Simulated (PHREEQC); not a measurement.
Synthetic water in mg/kgw, 12 °C, pH 7.93, pe 12:

| constituent | mg/kgw |
|---|---|
| Na | 4.76 |
| K | 23.6 |
| Ca | 9.8 |
| Mg | 3.89 |
| Cl | 29.4 |
| S(6) as SO4 | 27.5 |
| Alkalinity as HCO3 | 11.4 |
| Br | 0.0829 |
| Zn | 0.0741 |
| B | 0.00957 |
| Cu(2) | 0.0271 |
| N(5) as NO3 | 0.0225 |
| F | 2.11 |

Cl is adjusted to close the charge balance.
Valence states are taken as typed.

Computed with PHREEQC (ion-association model, phreeqc.dat).

The ionic strength comes out as 0.00226 mol/kgw. What activity coefficients do Mg+2, Cl-, SO4-2, F-, Ca+2 get?

Mg+2 0.82, Cl- 0.95, SO4-2 0.82, F- 0.95, Ca+2 0.82.

This is a speciation only: nothing precipitates in the calculation. Away from 25 °C the constants follow the database's enthalpies or fits; those with neither stay at their 25 °C values. Real BF4- forms and hydrolyses slowly; the run takes it at equilibrium. The database's constant for dissolved Cu(OH)2 is higher than later reviews accept.
